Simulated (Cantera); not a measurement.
A freely propagating, adiabatic, planar premixed flame of H2 : O2 : N2 = 1 : 0.455 : 1.71 (molar parts), equivalence ratio 1.1, unburnt at 575 K and 5.00 bar; unity-Lewis-number transport, grid criteria slope 0.08 and curve 0.16, no radiation.

Model: the H2/O2 subset of GRI-Mech 3.0, which has no nitrogen chemistry, integrated in Cantera. The hydrogen kinetics of GRI-Mech 3.0 are dated; newer H2 mechanisms differ, most at raised pressure. Unity Lewis numbers drop preferential diffusion, which matters most where H2 and H carry the flame. Burning velocities carry a grid error of a few per cent, more on coarse grids.

Problem. Predict: laminar burning velocity; thermal thickness; peak x(H2O2); peak x(OH); peak x(HO2).

Solution. 
- laminar burning velocity = 511 cm/s
- thermal thickness = 0.0492 mm
- peak x(H2O2) = 3.64e-5
- peak x(OH) = 0.0176
- peak x(HO2) = 0.000709
